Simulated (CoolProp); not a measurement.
Computed with CoolProp (reference Helmholtz-energy equation of state, Lemmon 2006). It is a short technical equation, of lower accuracy than the large ones.

Q: Give the vapour pressure (MPa), liquid density (kg/m³), vapour density (kg/m³), enthalpy of vaporisation (kJ/kg) of saturated CH3F (R41) at 242.8, 257.8, 266.9 K.

A: 
```json
[
 {"T (K)": "242.8", "p (MPa)": "0.810", "liquid density (kg/m³)": "770", "vapour density (kg/m³)": "16.2", "enthalpy of vaporisation (kJ/kg)": "408"},
 {"T (K)": "257.8", "p (MPa)": "1.31", "liquid density (kg/m³)": "728", "vapour density (kg/m³)": "26.4", "enthalpy of vaporisation (kJ/kg)": "374"},
 {"T (K)": "266.9", "p (MPa)": "1.72", "liquid density (kg/m³)": "700", "vapour density (kg/m³)": "35.1", "enthalpy of vaporisation (kJ/kg)": "351"}
]
```
